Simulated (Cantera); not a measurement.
A perfectly stirred reactor is fed with 6.03 % CH4, 19.8 % O2, 74.2 % N2, at 16.8 atm; it is adiabatic with a 500 K inlet, and is followed from long to short residence time, starting on the burning branch (τ in s: 0.091, 0.05, 0.028, 0.015, 0.0084, 0.0046, 0.0026, 0.0014, 0.00078, 0.00043, 0.00024, 0.00013, 7.3e-05).

Model: GRI-Mech 3.0 (53 species, 325 reactions), integrated in Cantera. The pressure lies above the range GRI-Mech 3.0 was tuned for (to about 10 atm).

One state of this run: T (K) = 1843; x CH4 = 7.75e-6; x O2 = 0.0769; x H2O2 = 1.84e-7; x H2O = 0.120; x O = 1.62e-5. x: mole fraction; the columns are a selection and need not sum to one.

Which value of τ (s) does it belong to?
A) 0.0084
B) 0.015
C) 0.028
D) 0.00024

C, 0.028
